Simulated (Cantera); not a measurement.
Input: 1 mol C2F6, 0.46 mol HCl, 0.61 mol F2, equilibrated at 4.70 Pa.

These are equilibrium values from Cantera (NASA tables, ideal gas, pure condensed phases), not measurements of a reactor. Candidate condensed phases: C, C6H6, C7H8, C8H18; 118 gas species. The feed counts by its element totals alone. Gases not in the tables: C2F6 and larger saturated fluorocarbons. Rates play no part.

Question: Which condensed phases are stable at each of these points (T (K)): 1125, 1325, 1525, 1725, 1925, 2125, 2325, 2525, 2725, 2925, 3125?

Answer: 
| T (K) | condensed phases | C condensed (%) |
|---|---|---|
| 1125 | C(graphite) | 15.0 |
| 1325 | C(graphite) | 15.4 |
| 1525 | C(graphite) | 15.2 |
| 1725 | C(graphite) | 12.3 |
| 1925 | C(graphite) | 16.5 |
| 2125 | C(graphite) | 71.6 |
| 2325 | C(graphite) | 87.9 |
| 2525 | C(graphite) | 65.8 |
| 2725 | gas only | 0.0 |
| 2925 | gas only | 0.0 |
| 3125 | gas only | 0.0 |

From 1125 K to 2525 K the condensed part is C(graphite). From 2725 K to 3125 K nothing is condensed.
